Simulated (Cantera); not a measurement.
**Thermodynamics of carbothermic reduction, feed CuO + CO + N2**

Feed: 1 mol CuO, 3.1 mol CO, 18 mol N2, held at 1875 °C and 0.100 bar.

These are equilibrium values from Cantera (NASA tables, ideal gas, pure condensed phases), not measurements of a reactor. Candidate condensed phases: C, Cu, CuO, Cu2O; 27 gas species. Rates play no part.

```
Quantity                                   Result
--------------------------------------  ---------
x(N2)                                       0.814
x(CO)                                      0.0953
x(Cu)                                      0.0451
x(CO2)                                     0.0450
x(NO)                                    0.000155
x(Cu2)                                    8.64e-5
x(O2)                                     3.89e-5
x(O)                                      3.81e-5
x(CuO)                                    8.31e-6
gas amount                              22.10 mol
log10 activity of Cu(l) (absent)            -0.54
log10 activity of C(graphite) (absent)      -6.57
```
